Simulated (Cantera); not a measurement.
Cantera run, input and output.

```python
import numpy as np
import cantera as ct

gas = ct.Solution("gri30.yaml")
gas.TPX = 1473, 18000, {'CH4': 1, 'H2': 4.6}
reactor = ct.IdealGasConstPressureReactor(gas, energy="off", clone=False)
net = ct.ReactorNet([reactor])
net.rtol, net.atol = 1e-08, 1e-18
show = ['CH4', 'H2', 'C2H2', 'C2H', 'H', 'C2H6']
times = np.geomspace(4e-05, 5, 9)

steps = ct.SolutionArray(gas, extra=["t"])
rows = []
print(f"{'t/s':>10s}{'T/K':>9s}{'P/Pa':>11s}" + "".join(f"{s:>11s}" for s in show))
for t in times:
    while net.time < t:
        t_next = net.step()
        steps.append(gas.state, t=t_next)
    rows.append([np.interp(t, steps.t, y) for y in (steps.T, steps.P, *steps(*show).X.T)])
    print(f"{t:10.3e}{rows[-1][0]:9.1f}{rows[-1][1]:11.4g}" + "".join(f"{x:11.3e}" for x in rows[-1][2:]))
rate = np.gradient(steps.T, steps.t)
print("integrator steps:", len(steps.t))
if steps.T.max() > steps.T[0] + 200:
    print(f"time of steepest temperature rise: {steps.t[rate.argmax()]:.4e} s")
gas.TPX = 1473, 18000, {'CH4': 1, 'H2': 4.6}
gas.equilibrate("TP")
print(f"equilibrium (TP): T = {gas.T:.1f} K  " + "  ".join(f"{s} {gas[s].X[0]:.3e}" for s in show))
```

It prints:

```
       t/s      T/K       P/Pa        CH4         H2       C2H2        C2H          H       C2H6
 4.000e-05   1473.0    1.8e+04  1.786e-01  8.214e-01  8.396e-17  2.880e-26  1.773e-07  1.411e-11
 1.734e-04   1473.0    1.8e+04  1.786e-01  8.214e-01  4.434e-14  6.336e-23  7.351e-07  1.187e-09
 7.521e-04   1473.0    1.8e+04  1.786e-01  8.214e-01  2.345e-11  1.413e-19  3.110e-06  9.213e-08
 3.261e-03   1473.0    1.8e+04  1.785e-01  8.214e-01  1.696e-08  3.610e-16  1.101e-05  4.633e-06
 1.414e-02   1473.0    1.8e+04  1.783e-01  8.215e-01  5.347e-06  1.891e-13  1.830e-05  2.841e-05
 6.132e-02   1473.0    1.8e+04  1.773e-01  8.221e-01  1.934e-04  7.040e-12  1.885e-05  3.107e-05
 2.659e-01   1473.0    1.8e+04  1.730e-01  8.246e-01  1.836e-03  6.722e-11  1.902e-05  2.998e-05
 1.153e+00   1473.0    1.8e+04  1.561e-01  8.343e-01  8.710e-03  3.259e-10  1.966e-05  2.546e-05
 5.000e+00   1473.0    1.8e+04  1.080e-01  8.619e-01  2.825e-02  1.145e-09  2.201e-05  1.474e-05
integrator steps: 477
equilibrium (TP): T = 1473.0 K  CH4 4.115e-02  H2 9.003e-01  C2H2 5.521e-02  C2H 2.774e-09  H 2.849e-05  C2H6 5.726e-06
```

Model: GRI-Mech 3.0 (53 species, 325 reactions), integrated in Cantera. GRI-Mech 3.0 stops at C3 and has no aromatics, soot or wall deposition, so with more carbon than oxygen in the feed, carbon stays in small species such as C2H2 where larger ones or solid carbon would form.
